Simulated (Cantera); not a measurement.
Cantera run:

```python
import numpy as np
import cantera as ct

gas_names = """
    Fe FeO Fe(OH)2 H HO2 H2 H2O H2O2 O OH O2 O3
""".split()
cond_names = """
    Fe(a) Fe(c) Fe(d) Fe(L) FeO(s) FeO(L) Fe(OH)2(s) Fe(OH)3(s) Fe2O3(s) Fe3O4(s) H2O(s) H2O(L)
""".split()


# ... load() reads the species with a 1 bar reference pressure and builds the phases ...
atoms = {
    'Fe3O4': {'Fe': 3, 'O': 4},
    'H2': {'H': 2},
    'H2O': {'H': 2, 'O': 1},
}
top_T = {'Fe2O3(s)': 1830, 'Fe3O4(s)': 1870}  # K; cautious upper limits of use, not melting points


# ... equilibrate(T, P, feed) seeds the gas with the atoms and calls Mixture.equilibrate('TP', solver="vcs", rtol=1e-11, max_steps=5000) ...
results = []
feed = {'Fe3O4': 1, 'H2': 3, 'H2O': 0.057}  # mol
T = 1448  # K
P = 100000  # Pa
mix = equilibrate(T, P, feed)
results.append((T, P, feed, dict(zip(mix.species_names, mix.species_moles))))
print(gas.report(threshold=1e-05))
for i in range(1, mix.n_phases):
    print(f"{mix.phase(i).name:16s} {mix.phase_moles(i):12.5e} mol")
```

It prints:

```
       temperature   1448 K
          pressure   1e+05 Pa
           density   0.062695 kg/m^3
  mean mol. weight   7.5481 kg/kmol
   phase of matter   gas

                          1 kg             1 kmol
                     ---------------   ---------------
          enthalpy       -5.9758e+06       -4.5106e+07  J
   internal energy       -7.5708e+06       -5.7145e+07  J
           entropy             27525        2.0776e+05  J/K
    Gibbs function       -4.5832e+07       -3.4594e+08  J
 heat capacity c_p              4930             37212  J/K
 heat capacity c_v            3828.4             28897  J/K

                      mass frac. Y      mole frac. X     chem. pot. / RT
                     ---------------   ---------------   ---------------
                H2           0.17474           0.65423           -18.925
               H2O           0.82522           0.34576           -47.295
     [  +10 minor]        3.9693e-05        1.0795e-05

Fe(c)             0.00000e+00 mol
FeO(s)            2.99999e+00 mol
Fe(OH)2(s)        0.00000e+00 mol
Fe(OH)3(s)        0.00000e+00 mol
Fe2O3(s)          0.00000e+00 mol
Fe3O4(s)          0.00000e+00 mol
```

These are equilibrium values from Cantera (NASA tables, ideal gas, pure condensed phases), not measurements of a reactor. The tables' stoichiometric FeO is somewhat more stable than real wüstite, so its field is too wide. FeO: taken at fixed stoichiometry.
